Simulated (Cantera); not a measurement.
An isothermal, constant-pressure homogeneous reactor starts with 37.2 % H2, 23.3 % O2, 39.5 % N2, at 1100 K and 0.370 bar.

Detailed kinetics in Cantera: the H2/O2 subset of GRI-Mech 3.0, which has no nitrogen chemistry. The temperature is held fixed by assumption; the heat of reaction is taken as removed at once.

x: mole fraction; the columns are a selection and need not sum to one.

```
t (s)         x H2    x O2       x O    x H2O2       x H
--------  --------  ------  --------  --------  --------
0.000700   0.00340  0.0586         …   6.45e-6  0.000155
0.00178    0.00113  0.0576         …   3.24e-6   1.50e-5
0.00452   0.000414  0.0573         …   1.20e-6   2.05e-6
0.0115    0.000148  0.0572         …   2.81e-7   3.15e-7
0.0292     4.42e-5  0.0572         …   5.13e-8   4.73e-8
0.0742     8.09e-6  0.0571         …   1.22e-8   5.49e-9
0.189      4.15e-7  0.0571         …   5.95e-9  2.47e-10
0.479      1.50e-8  0.0571         …   3.39e-9  2.14e-11
1.22       7.32e-9  0.0571         …   1.71e-9  8.04e-12
3.10       4.67e-9  0.0571         …  8.83e-10  3.75e-12
7.87       4.19e-9  0.0571   1.03e-9  6.25e-10  2.83e-12
20.0       4.17e-9  0.0571  9.87e-10  6.01e-10  2.76e-12
```

### Question
Complete the blanks.

### Answer

- 0.000700, x O: 0.000132
- 0.00178, x O: 2.07e-5
- 0.00452, x O: 3.62e-6
- 0.0115, x O: 6.47e-7
- 0.0292, x O: 1.20e-7
- 0.0742, x O: 2.64e-8
- 0.189, x O: 1.05e-8
- 0.479, x O: 5.80e-9
- 1.22, x O: 2.88e-9
- 3.10, x O: 1.47e-9
